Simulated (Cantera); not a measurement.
Gas mixture: 78.8 % C₂H₂, 21.2 % C₃H₈, at 10.0 bar, frozen composition.

Cantera's kinetic-theory transport with the Lennard-Jones parameters of GRI-Mech 3.0, ideal gas; thermal conductivity in the multicomponent form.

D: mixture-averaged diffusion coefficient of that species in the mixture.

| T (K) | ρ (kg/m³) | cp (J/kg/K) | μ (µPa s) | λ (mW/m/K) | Pr | D (cm²/s) OH | D (cm²/s) CO₂ | D (cm²/s) H₂ |
|---|---|---|---|---|---|---|---|---|
| 400 | 8.98 | 1994 | 12.8 | 34.2 | 0.749 | 0.0389 | 0.0194 | 0.0971 |
| 500 | 7.18 | ? | ? | ? | 0.755 | ? | ? | ? |
| 600 | 5.99 | 2446 | 18.0 | 57.8 | 0.759 | 0.0788 | 0.0408 | 0.194 |
| 700 | 5.13 | 2621 | ? | ? | 0.763 | ? | ? | ? |
| 800 | 4.49 | 2773 | 22.3 | 81.0 | 0.765 | 0.129 | 0.0679 | 0.314 |
| 900 | 3.99 | 2909 | 24.3 | 92.4 | 0.766 | 0.157 | 0.0834 | 0.382 |

Task: Complete the blanks.

Result: 
- 500, cp (J/kg/K): 2242
- 500, μ (µPa s): 15.5
- 500, λ (mW/m/K): 46.0
- 500, D (cm²/s) OH: 0.0575
- 500, D (cm²/s) CO₂: 0.0293
- 500, D (cm²/s) H₂: 0.142
- 700, μ (µPa s): 20.2
- 700, λ (mW/m/K): 69.5
- 700, D (cm²/s) OH: 0.102
- 700, D (cm²/s) CO₂: 0.0537
- 700, D (cm²/s) H₂: 0.251
